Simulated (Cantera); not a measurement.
Charge: 1 mol C6H6, 3.4 mol CO2, 3.4 mol N2, 0.29 mol H2O, at 13.3 mbar.

These are equilibrium values from Cantera (NASA tables, ideal gas, pure condensed phases), not measurements of a reactor. Candidate condensed phases: C, C6H6, C7H8, C8H18, H2O; 136 gas species. Kinetics and transport are ignored.

Q: What share of the C ends up in condensed phases as a function of T (K), at 650, 750, 850, 950, 1050, 1150, 1250, 1350, 1450, 1550, 1650, 1750?

A: 
```
T (K)  C condensed (%)           as
-----  ---------------  -----------
650               67.2  C(graphite)
750               55.1  C(graphite)
850               33.2  C(graphite)
950               25.6  C(graphite)
1050              24.7  C(graphite)
1150              24.6  C(graphite)
1250              24.6  C(graphite)
1350              24.6  C(graphite)
1450              24.5  C(graphite)
1550              24.5  C(graphite)
1650              24.5  C(graphite)
1750              24.4  C(graphite)
```
